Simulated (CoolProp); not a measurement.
Vapour-liquid equilibrium of R22 (1) + n-hexane (2) at 0.0106 MPa; x and y are mole fractions of (1).

Computed with CoolProp (multi-fluid Helmholtz-energy mixture model, Kamei 1995 and Thol 2019; pair parameters Bell 2016).

| x | bubble temperature (K) | y at the bubble point | dew temperature at overall composition x (K) | liquid density (mol/L) |
|---|---|---|---|---|
| 0.05 | ? | 0.961 | ? | 8.492 |
| 0.2 | 206.9 | 0.997 | 279.7 | 9.545 |
| 0.35 | 200.5 | 0.999 | ? | 10.55 |
| 0.5 | ? | 0.999 | 270.8 | 11.68 |
| 0.65 | ? | 0.999 | 264.5 | ? |
| 0.8 | ? | 0.999 | 255.3 | 14.66 |
| 0.95 | 194.1 | 1.000 | ? | 16.73 |

Problem. What belongs in the gaps?

Solution. 
- 0.05, bubble temperature (K): 232.5
- 0.05, dew temperature at overall composition x (K): 283.1
- 0.35, dew temperature at overall composition x (K): 275.7
- 0.5, bubble temperature (K): 198.0
- 0.65, bubble temperature (K): 196.8
- 0.65, liquid density (mol/L): 13.02
- 0.8, bubble temperature (K): 195.6
- 0.95, dew temperature at overall composition x (K): 235.6

No azeotrope shows between x = 0.05 and 0.95.

Pair parameters are fitted to limited data, so mixtures are less certain than the pure fluids. With so large a gap from Raoult's law the liquid may split in two, which this calculation doesn't test in full.
